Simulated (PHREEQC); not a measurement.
Dissolve 0.022 mol HF, 0.0023 mol KOH and 0.00195 mol LiCl per kg of water at 2.4 °C and 100 atm. Closed to the air; pH follows from the charge balance.

Model: ion-association model, phreeqc.dat, run in PHREEQC.

This is a speciation only: nothing precipitates in the calculation.

Q: Predict the pH, ionic strength.

A: pH 2.49; ionic strength 0.00777 mol/kgw.

Q: In which forms is F present?

A: HF 72 %, F- 25 %, HF2- 2.3 % of the F.

Species that the database lacks are ignored. Under pressure, the constants of complexes without a molar volume in the database are unreliable. At this temperature some constants are extrapolated from 25 °C, and those without enthalpy data are left unchanged.
